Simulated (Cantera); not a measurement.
# Equilibrium for aluminium nitride and oxide growth: Al + NH₃ + N₂

Feed: 1 mol Al, 360 mol NH₃, 410 mol N₂, held at 1273 K and 10.0 mbar.

Method: chemical equilibrium by Gibbs-energy minimisation in Cantera with the NASA 1993 tables (ideal gas, pure condensed phases). Candidate condensed phases: Al, AlN; 13 gas species. Equilibrium is a limit: real reactors are often held back by kinetics, nucleation or transport.

The x(N₂) comes out as 0.522. The x(H₂) is 0.478 and the x(H) is 4.93e-6. The n(AlN(s)) is 1.00 mol. The gas amount comes out as 1130 mol. The log10 activity of Al(l) (absent) is -6.23.
